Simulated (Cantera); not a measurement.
**Pyrogenic steam for wet oxidation**

A perfectly stirred reactor is fed with 32.5 % H2, 25.0 % O2, 42.5 % N2, at 78000 Pa; it is held at 1250 K, and followed from long to short residence time.

Detailed kinetics in Cantera: the H2/O2 subset of GRI-Mech 3.0, which has no nitrogen chemistry. The temperature is held fixed by assumption; the heat of reaction is taken as removed at once.

```json
[
 {"τ (s)": "1.2", "x H2": "0.000166", "x O2": "0.105", "x H": "1.27e-6", "x H2O2": "4.64e-7", "x H2O": "0.388"},
 {"τ (s)": "0.44", "x H2": "0.000329", "x O2": "0.105", "x H": "3.45e-6", "x H2O2": "8.02e-7", "x H2O": "0.388"},
 {"τ (s)": "0.16", "x H2": "0.000648", "x O2": "0.105", "x H": "9.45e-6", "x H2O2": "1.40e-6", "x H2O": "0.387"},
 {"τ (s)": "0.056", "x H2": "0.00128", "x O2": "0.105", "x H": "2.68e-5", "x H2O2": "2.42e-6", "x H2O": "0.386"},
 {"τ (s)": "0.020", "x H2": "0.00241", "x O2": "0.105", "x H": "7.44e-5", "x H2O2": "3.87e-6", "x H2O": "0.385"},
 {"τ (s)": "0.0072", "x H2": "0.00439", "x O2": "0.106", "x H": "0.000204", "x H2O2": "5.68e-6", "x H2O": "0.382"},
 {"τ (s)": "0.0026", "x H2": "0.00780", "x O2": "0.107", "x H": "0.000552", "x H2O2": "7.72e-6", "x H2O": "0.377"},
 {"τ (s)": "0.00091", "x H2": "0.0139", "x O2": "0.110", "x H": "0.00152", "x H2O2": "1.00e-5", "x H2O": "0.369"}
]
```
x: mole fraction; the columns are a selection and need not sum to one.
